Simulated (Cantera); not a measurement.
A closed system holds: 1 mol Fe3O4, 9.3 mol CO, 8.2 mol H2, at 2398.15 K and 30.0 mbar.

Method: chemical equilibrium by Gibbs-energy minimisation in Cantera with the NASA 1993 tables (ideal gas, pure condensed phases). Candidate condensed phases: C, C6H6, C7H8, C8H18, Fe, Fe(CO)5, FeO, Fe(OH)2, Fe(OH)3, Fe2O3, Fe3O4, H2O; 114 gas species. The numbers say what is thermodynamically allowed, not how fast it happens.

Base state: CO 0.401, H2 0.227, H2O 0.139, Fe 0.139, H 0.0434, CO2 0.0416, OH 0.00487, FeO 0.00374 (mole fractions); condensed: gas only.

Task: What changes in the equilibrium state with this change: temperature from 2398.15 K to 2500 K?

Result: 
```
species    before     after
-------  --------  --------
CO          0.401     0.396
H2          0.227     0.214
Fe          0.139     0.136
H          0.0434    0.0671
H2O         0.139     0.132
CO2        0.0416    0.0395
O        0.000623   0.00177
O2       0.000158  0.000450
OH        0.00487   0.00859
Fe(OH)2   8.52e-5   5.07e-5
FeO       0.00374   0.00434
```
